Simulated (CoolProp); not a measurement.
A simple Rankine cycle with n-octane: condensing at 315.15 K, boiler at 0.444 MPa, turbine inlet 477 K, turbine efficiency 0.65, pump efficiency 0.7, no recuperator. Each further row changes one setting.

The numbers come from the reference Helmholtz-energy equation of state, Beckmüller 2019 in CoolProp.

| case | thermal efficiency (%) | net work (kJ/kg) | heat in (kJ/kg) | turbine exit temperature (K) | volume ratio over the turbine |
|---|---|---|---|---|---|
| as stated | 13.6 | 91.2 | 672 | 430.0 | 101 |
| turbine inlet 497 K | 13.3 | 96.0 | 724 | 450.5 | 99.0 |
| condensing temperature 307.15 K | 14.3 | 99.0 | 690 | 426.5 | 150 |
| boiler pressure 0.311 MPa | 12.7 | 85.9 | 678 | 435.1 | 68.0 |
| turbine efficiency 0.55 | 11.5 | 77.0 | 672 | 436.3 | 102 |
